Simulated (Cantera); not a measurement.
Mixture: C3H8 : O2 : N2 = 1 : 7.94 : 47.6 (molar parts), at 0.640 bar, adiabatic and at constant pressure. Ignition delay is the time to a rise of 400 K.

Model: GRI-Mech 3.0 (53 species, 325 reactions), integrated in Cantera. GRI-Mech 3.0 was tuned for natural gas; its chemistry of propane as a main component is partial and can be far from experiment.

Question: What does this change do: pressure from 0.640 bar to 1.30 bar?

Answer: 
| quantity | before | after |
|---|---|---|
| delay at 1150 K | 27.8 ms | 19.8 ms |
| delay at 1250 K | 3.53 ms | 2.57 ms |
| delay at 1350 K | 0.692 ms | 0.486 ms |
| delay at 1450 K | 0.207 ms | 0.136 ms |
| delay at 1550 K | 88.8 µs | 54.0 µs |
| apparent activation energy between 1500 and 1600 K | 130 kJ/mol | 150 kJ/mol |

Question: What does this change do: O2 7.94 to 12 parts?

Answer: 
| quantity | before | after |
|---|---|---|
| delay at 1150 K | 27.8 ms | 20.2 ms |
| delay at 1250 K | 3.53 ms | 2.60 ms |
| delay at 1350 K | 0.692 ms | 0.521 ms |
| delay at 1450 K | 0.207 ms | 0.162 ms |
| delay at 1550 K | 88.8 µs | 74.2 µs |
| apparent activation energy between 1500 and 1600 K | 130 kJ/mol | 110 kJ/mol |
Where the delays flatten at high temperature, the 400 K rule measures the pace of heat release, not the induction time.
